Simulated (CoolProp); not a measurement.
Properties of n-perfluoropentane along the isotherm 245.7 K (Tc = 421.0 K, pc = 20.63 bar, ω = 0.436).

Values from CoolProp's reference Helmholtz-energy equation of state, Gao 2022.

```json
[
 {"p (bar)": "0.0326", "phase": "gas", "density (kg/m³)": "0.4612", "cv (kJ/(kg K))": "0.6840", "isothermal compressibility (1/MPa)": "307.8", "expansivity (1/kK)": "4.114"},
 {"p (bar)": "0.0508", "phase": "gas", "density (kg/m³)": "0.7201", "cv (kJ/(kg K))": "0.6840", "isothermal compressibility (1/MPa)": "197.9", "expansivity (1/kK)": "4.140"},
 {"p (bar)": "0.0791", "phase": "liquid", "density (kg/m³)": "1765", "cv (kJ/(kg K))": "0.7464", "isothermal compressibility (1/MPa)": "0.001888", "expansivity (1/kK)": "1.644"},
 {"p (bar)": "0.123", "phase": "liquid", "density (kg/m³)": "1765", "cv (kJ/(kg K))": "0.7464", "isothermal compressibility (1/MPa)": "0.001888", "expansivity (1/kK)": "1.644"},
 {"p (bar)": "0.192", "phase": "liquid", "density (kg/m³)": "1765", "cv (kJ/(kg K))": "0.7464", "isothermal compressibility (1/MPa)": "0.001888", "expansivity (1/kK)": "1.644"},
 {"p (bar)": "0.299", "phase": "liquid", "density (kg/m³)": "1766", "cv (kJ/(kg K))": "0.7464", "isothermal compressibility (1/MPa)": "0.001888", "expansivity (1/kK)": "1.644"},
 {"p (bar)": "0.465", "phase": "liquid", "density (kg/m³)": "1766", "cv (kJ/(kg K))": "0.7464", "isothermal compressibility (1/MPa)": "0.001887", "expansivity (1/kK)": "1.643"},
 {"p (bar)": "0.724", "phase": "liquid", "density (kg/m³)": "1766", "cv (kJ/(kg K))": "0.7464", "isothermal compressibility (1/MPa)": "0.001886", "expansivity (1/kK)": "1.643"},
 {"p (bar)": "1.13", "phase": "liquid", "density (kg/m³)": "1766", "cv (kJ/(kg K))": "0.7464", "isothermal compressibility (1/MPa)": "0.001885", "expansivity (1/kK)": "1.642"},
 {"p (bar)": "1.75", "phase": "liquid", "density (kg/m³)": "1766", "cv (kJ/(kg K))": "0.7464", "isothermal compressibility (1/MPa)": "0.001883", "expansivity (1/kK)": "1.641"},
 {"p (bar)": "2.73", "phase": "liquid", "density (kg/m³)": "1766", "cv (kJ/(kg K))": "0.7464", "isothermal compressibility (1/MPa)": "0.001879", "expansivity (1/kK)": "1.639"},
 {"p (bar)": "4.25", "phase": "liquid", "density (kg/m³)": "1767", "cv (kJ/(kg K))": "0.7464", "isothermal compressibility (1/MPa)": "0.001874", "expansivity (1/kK)": "1.636"},
 {"p (bar)": "6.62", "phase": "liquid", "density (kg/m³)": "1768", "cv (kJ/(kg K))": "0.7465", "isothermal compressibility (1/MPa)": "0.001866", "expansivity (1/kK)": "1.632"},
 {"p (bar)": "10.3", "phase": "liquid", "density (kg/m³)": "1769", "cv (kJ/(kg K))": "0.7466", "isothermal compressibility (1/MPa)": "0.001853", "expansivity (1/kK)": "1.625"}
]
```
